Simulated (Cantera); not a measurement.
Cantera run:

```python
import numpy as np
import cantera as ct

gas_names = """
    B BCL BCL2 BCL3 BH BH2 BH3 BN B2 CL CL2 H HCL H2 N NH NH2 NH3 N2 N2H2 N2H4
""".split()
cond_names = """
    B(b) B(L) BN(s) NH4CL(a) NH4CL(b)
""".split()


# ... load() reads the species with a 1 bar reference pressure and builds the phases ...
atoms = {
    'BN': {'B': 1, 'N': 1},
    'Cl2': {'CL': 2},
    'H2': {'H': 2},
}
top_T = {'BN(s)': 3200}  # K; cautious upper limits of use, not melting points


# ... equilibrate(T, P, feed) seeds the gas with the atoms and calls Mixture.equilibrate('TP', solver="vcs", rtol=1e-11, max_steps=5000) ...
results = []
feed = {'BN': 1, 'Cl2': 7.3, 'H2': 0.78}  # mol
T = 850  # K
P = 4.2  # Pa
mix = equilibrate(T, P, feed)
results.append((T, P, feed, dict(zip(mix.species_names, mix.species_moles))))
x = sorted(zip(gas.X, gas.species_names), reverse=True)
print(f"T = {T:g} K  P = {P:g} Pa  gas = {mix.phase_moles(0):.4g} mol")
print("   x: " + "  ".join(f"{s} {v:.3e}" for v, s in x if v > 1e-06))
print("   condensed (mol): " + ("  ".join(f"{mix.phase(i).name} {mix.phase_moles(i):.4g}"
      for i in range(1, mix.n_phases) if mix.phase_moles(i) > 1e-12) or "none"))
```

Result:

```
T = 850 K  P = 4.2 Pa  gas = 8.094 mol
   x: CL2 6.185e-01  HCL 1.927e-01  BCL3 1.236e-01  N2 6.178e-02  CL 3.388e-03
   condensed (mol): none
```

Method: chemical equilibrium by Gibbs-energy minimisation in Cantera with the NASA 1993 tables (ideal gas, pure condensed phases).
